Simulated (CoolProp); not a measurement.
Values from CoolProp's reference Helmholtz-energy equation of state, Gedanitz 2015.

Q: Give the vapour pressure (MPa), liquid density (kg/m³), vapour density (kg/m³), enthalpy of vaporisation (kJ/kg) of saturated cyclopentane at 129.25, 132.75, 150.25 °C.

A: 
```json
[
 {"T (°C)": "129.25", "p (MPa)": "0.788", "liquid density (kg/m³)": "623", "vapour density (kg/m³)": "19.4", "enthalpy of vaporisation (kJ/kg)": "318"},
 {"T (°C)": "132.75", "p (MPa)": "0.845", "liquid density (kg/m³)": "618", "vapour density (kg/m³)": "20.9", "enthalpy of vaporisation (kJ/kg)": "314"},
 {"T (°C)": "150.25", "p (MPa)": "1.18", "liquid density (kg/m³)": "593", "vapour density (kg/m³)": "29.3", "enthalpy of vaporisation (kJ/kg)": "293"}
]
```
